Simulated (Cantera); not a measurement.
A Cantera script and what it prints.

```python
import numpy as np
import cantera as ct

gas_names = """
    H H2 N NH NH2 NH3 N2 N2H2 N2H4 Si SiH SiH2 SiH3 SiH4 SiN Si2 Si2N Si3
""".split()
cond_names = """
    Si(cr) Si(L) Si3N4(a)
""".split()


# ... load() reads the species with a 1 bar reference pressure and builds the phases ...
atoms = {
    'SiH4': {'Si': 1, 'H': 4},
    'N2': {'N': 2},
    'H2': {'H': 2},
}
top_T = {'Si3N4(a)': 2400}  # K; cautious upper limits of use, not melting points


# ... equilibrate(T, P, feed) seeds the gas with the atoms and calls Mixture.equilibrate('TP', solver="vcs", rtol=1e-11, max_steps=5000) ...
results = []
feed = {'SiH4': 1, 'N2': 12, 'H2': 4}  # mol
P = 96  # Pa
for T in [1600, 1625, 1650, 1675, 1700, 1725, 1750, 1775, 1800, 1825, 1850, 1875, 1900, 1925]:
    mix = equilibrate(T, P, feed)
    results.append((T, P, feed, dict(zip(mix.species_names, mix.species_moles))))
    x = sorted(zip(gas.X, gas.species_names), reverse=True)
    print(f"T = {T:g} K  P = {P:g} Pa  gas = {mix.phase_moles(0):.4g} mol")
    print("   x: " + "  ".join(f"{s} {v:.3e}" for v, s in x if v > 0.0001))
    print("   condensed (mol): " + ("  ".join(f"{mix.phase(i).name} {mix.phase_moles(i):.4g}"
          for i in range(1, mix.n_phases) if mix.phase_moles(i) > 1e-12) or "none"))
```

It prints:

```
T = 1600 K  P = 96 Pa  gas = 17.34 mol
   x: N2 6.535e-01  H2 3.454e-01  H 1.031e-03
   condensed (mol): Si3N4(a) 0.3329
T = 1625 K  P = 96 Pa  gas = 17.35 mol
   x: N2 6.533e-01  H2 3.452e-01  H 1.338e-03  Si 1.374e-04
   condensed (mol): Si3N4(a) 0.3324
T = 1650 K  P = 96 Pa  gas = 18.02 mol
   x: N2 6.659e-01  H2 3.321e-01  H 1.690e-03  Si 2.791e-04
   condensed (mol): Si(cr) 0.9943
T = 1675 K  P = 96 Pa  gas = 18.03 mol
   x: N2 6.656e-01  H2 3.317e-01  H 2.158e-03  Si 4.521e-04
   condensed (mol): Si(cr) 0.9908
T = 1700 K  P = 96 Pa  gas = 18.04 mol
   x: N2 6.652e-01  H2 3.312e-01  H 2.737e-03  Si 7.068e-04
   condensed (mol): Si(L) 0.9858
T = 1725 K  P = 96 Pa  gas = 18.05 mol
   x: N2 6.648e-01  H2 3.307e-01  H 3.447e-03  Si 1.057e-03
   condensed (mol): Si(L) 0.9789
T = 1750 K  P = 96 Pa  gas = 18.07 mol
   x: N2 6.641e-01  H2 3.299e-01  H 4.311e-03  Si 1.564e-03
   condensed (mol): Si(L) 0.9689
T = 1775 K  P = 96 Pa  gas = 18.09 mol
   x: N2 6.633e-01  H2 3.289e-01  H 5.358e-03  Si 2.287e-03
   condensed (mol): Si(L) 0.9548
T = 1800 K  P = 96 Pa  gas = 18.12 mol
   x: N2 6.621e-01  H2 3.277e-01  H 6.616e-03  Si 3.308e-03
   condensed (mol): Si(L) 0.9349
T = 1825 K  P = 96 Pa  gas = 18.16 mol
   x: N2 6.606e-01  H2 3.262e-01  H 8.119e-03  Si 4.737e-03
   condensed (mol): Si(L) 0.9069
T = 1850 K  P = 96 Pa  gas = 18.22 mol
   x: N2 6.587e-01  H2 3.244e-01  H 9.902e-03  Si 6.717e-03  SiH 1.175e-04
   condensed (mol): Si(L) 0.8682
T = 1875 K  P = 96 Pa  gas = 18.29 mol
   x: N2 6.561e-01  H2 3.220e-01  H 1.201e-02  Si 9.436e-03  SiH 1.538e-04  Si2N 1.258e-04
   condensed (mol): Si(L) 0.8147
T = 1900 K  P = 96 Pa  gas = 18.38 mol
   x: N2 6.527e-01  H2 3.191e-01  H 1.447e-02  Si 1.313e-02  SiH 1.995e-04  Si2N 1.593e-04  SiN 1.101e-04  Si2 1.055e-04
   condensed (mol): Si(L) 0.7415
T = 1925 K  P = 96 Pa  gas = 18.5 mol
   x: N2 6.483e-01  H2 3.154e-01  Si 1.813e-02  H 1.733e-02  SiH 2.568e-04  Si2N 2.001e-04  Si2 1.556e-04  SiN 1.418e-04
   condensed (mol): Si(L) 0.6417
```

Method: chemical equilibrium by Gibbs-energy minimisation in Cantera with the NASA 1993 tables (ideal gas, pure condensed phases). The tables' values for SiN are old estimates; treat these amounts as uncertain. Gases not in the tables: Si2H6 and higher silanes.
